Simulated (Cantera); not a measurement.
**Thermodynamics of carbon deposition, reforming and gasification, feed C₂H₅OH + H₂**

Input: 1 mol C₂H₅OH, a varied amount of H₂, equilibrated at 800 °C and 1950 Torr.

Cantera equilibrium calculation (NASA polynomials, part measured and part estimated; ideal gas, pure solids and liquids). Candidate condensed phases: C, C₆H₆, C₇H₈, C₈H₁₈, H₂O; 110 gas species. The numbers say what is thermodynamically allowed, not how fast it happens.

| n(H₂) (mol) | log p H₂ | log p CO | log p CH₄ | log p H₂O | log p CO₂ | log p C₂H₆ | n C(graphite) |
|---|---|---|---|---|---|---|---|
| 1.5 | 0.28 | -0.41 | -0.77 | -1.02 | -1.68 | -5.32 | 0.900 |
| 2.1 | 0.29 | -0.46 | -0.75 | -1.05 | -1.77 | -5.29 | 0.849 |
| 2.9 | 0.30 | -0.51 | -0.73 | -1.09 | -1.87 | -5.26 | 0.781 |
| 3.9 | 0.31 | -0.57 | -0.71 | -1.14 | -1.99 | -5.23 | 0.696 |
| 5.4 | 0.32 | -0.64 | -0.69 | -1.21 | -2.13 | -5.20 | 0.566 |
| 7.4 | 0.33 | -0.72 | -0.68 | -1.28 | -2.30 | -5.18 | 0.391 |
| 10 | 0.34 | -0.81 | -0.66 | -1.36 | -2.48 | -5.15 | 0.164 |
| 14 | 0.35 | -0.94 | -0.70 | -1.41 | -2.67 | -5.25 | 0 |
| 19 | 0.37 | -1.09 | -0.79 | -1.43 | -2.85 | -5.45 | 0 |
| 26 | 0.38 | -1.26 | -0.89 | -1.46 | -3.06 | -5.66 | 0 |
log p: log10 of the partial pressure in bar; n: condensed amount in mol.

From 1.5 mol H₂ to 10 mol H₂ the condensed part is C(graphite). From 14 mol H₂ to 26 mol H₂ nothing is condensed. The main C-bearing gas is CO at 1.5 mol H₂ and CH₄ at 26 mol H₂.
